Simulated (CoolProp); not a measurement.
Ethylbenzene along the isotherm 620 K: fugacity coefficient from the reference equation and from simpler models built on Tc = 617.1 K, pc = 3.622 MPa, ω = 0.304; each cubic takes its own stable root.

Computed with CoolProp (reference Helmholtz-energy equation of state, Zhou 2012).

```csv
p (MPa),phase,reference,van der Waals,Redlich-Kwong,Soave-Redlich-Kwong,Peng-Robinson
3.62,gas,0.6581,___,0.6720,0.6732,0.6501
7.24,supercritical,0.3891,0.4470,0.4132,0.4148,0.3929
10.9,supercritical,0.2979,0.3652,0.3244,0.3258,0.3034
14.5,supercritical,0.2556,0.3321,0.2837,0.2851,0.2614
18.1,supercritical,0.2326,___,0.2624,0.2637,0.2383
21.7,supercritical,___,0.3179,0.2513,0.2525,0.2250
25.4,supercritical,0.2126,0.3242,0.2463,0.2475,0.2175
29,supercritical,0.2097,0.3362,0.2457,0.2470,0.2142
32.6,supercritical,0.2097,0.3531,___,0.2496,0.2137
36.2,supercritical,0.2120,0.3745,0.2533,0.2547,0.2153
```

Problem. What belongs in the gaps?

Solution. 
- 3.62, van der Waals: 0.7002
- 18.1, van der Waals: 0.3193
- 21.7, reference: 0.2197
- 32.6, Redlich-Kwong: 0.2482
